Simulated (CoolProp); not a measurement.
Properties of fluorine along the isotherm 164.2 K.

Model: reference Helmholtz-energy equation of state, de Reuck 1990, in CoolProp.

```tsv
p (kPa)	phase	cp (kJ/(kg K))	speed of sound (m/s)	isothermal compressibility (1/MPa)
41.4	gas	0.7741	223.8	24.20
85.1	gas	0.7767	223.6	11.79
175	gas	0.7822	223.1	5.757
359	gas	0.7935	222.3	2.829
737	gas	0.8180	220.4	1.402
1510	gas	0.8739	216.6	0.7121
3110	gas	1.028	208.9	0.3815
6380	supercritical	1.760	196.8	0.2524
13100	supercritical	2.445	292.2	0.05217
```
